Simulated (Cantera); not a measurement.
Input: 1 mol Al, 0.93 mol Cl₂, held at 825 K and 0.00133 bar.

These are equilibrium values from Cantera (NASA tables, ideal gas, pure condensed phases), not measurements of a reactor. Candidate condensed phases: Al, AlCl₃; 8 gas species. The tables' values for AlCl₂ are old estimates; treat these amounts as uncertain. Kinetics and transport are ignored.

Base state: AlCl₃ 0.980, AlCl 0.0138, AlCl₂ 0.00392, Al₂Cl₆ 0.00249 (mole fractions); condensed: Al(s).

Task: What changes in the equilibrium state with this change: Cl₂ from 0.93 to 3.3 mol?

Result: 
```csv
species,before,after
Cl₂,<1e-9,0.643
AlCl₃,0.980,0.357
Cl,<1e-9,0.000361
AlCl,0.0138,<1e-9
AlCl₂,0.00392,<1e-9
Al₂Cl₆,0.00249,0.000330
"Al(s), mol",0.373,0
```
